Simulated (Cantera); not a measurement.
A perfectly stirred reactor is fed with CO : O2 : H2O : N2 = 0.002 : 0.04 : 0.0003 : 1 (molar parts), at 3.85 atm; it is held at 1400 K, and followed from long to short residence time.

Detailed kinetics in Cantera: GRI-Mech 3.0 (53 species, 325 reactions).

x: mole fraction; the columns are a selection and need not sum to one.

```json
[
 {"τ (s)": "15", "x CO": "5.56e-6", "x O2": "0.0375", "x H2O": "0.000287", "x NO": "1.92e-6", "x NO2": "4.32e-8", "x N2O": "3.54e-7", "x HO2": "2.56e-8"},
 {"τ (s)": "4.3", "x CO": "1.42e-5", "x O2": "0.0375", "x H2O": "0.000287", "x NO": "2.02e-6", "x NO2": "6.12e-8", "x N2O": "6.77e-7", "x HO2": "5.86e-8"},
 {"τ (s)": "1.2", "x CO": "[?]", "x O2": "0.0375", "x H2O": "0.000286", "x NO": "2.18e-6", "x NO2": "[?]", "x N2O": "[?]", "x HO2": "[?]"},
 {"τ (s)": "0.36", "x CO": "8.88e-5", "x O2": "0.0375", "x H2O": "0.000285", "x NO": "2.21e-6", "x NO2": "9.09e-8", "x N2O": "2.17e-6", "x HO2": "2.66e-7"},
 {"τ (s)": "0.10", "x CO": "0.000218", "x O2": "0.0375", "x H2O": "0.000284", "x NO": "1.89e-6", "x NO2": "7.80e-8", "x N2O": "3.15e-6", "x HO2": "5.11e-7"},
 {"τ (s)": "0.030", "x CO": "0.000470", "x O2": "0.0377", "x H2O": "0.000283", "x NO": "1.20e-6", "x NO2": "4.66e-8", "x N2O": "3.45e-6", "x HO2": "8.43e-7"},
 {"τ (s)": "0.0086", "x CO": "[?]", "x O2": "0.0379", "x H2O": "0.000281", "x NO": "[?]", "x NO2": "[?]", "x N2O": "[?]", "x HO2": "[?]"},
 {"τ (s)": "0.0025", "x CO": "0.00143", "x O2": "0.0381", "x H2O": "0.000281", "x NO": "9.33e-8", "x NO2": "3.11e-9", "x N2O": "1.39e-6", "x HO2": "1.48e-6"}
]
```

Task: Some entries are withheld; supply them.

Result: 
- 1.2, x CO: 3.67e-5
- 1.2, x NO2: 8.10e-8
- 1.2, x N2O: 1.28e-6
- 1.2, x HO2: 1.32e-7
- 0.0086, x CO: 0.000909
- 0.0086, x NO: 4.72e-7
- 0.0086, x NO2: 1.68e-8
- 0.0086, x N2O: 2.72e-6
- 0.0086, x HO2: 1.23e-6
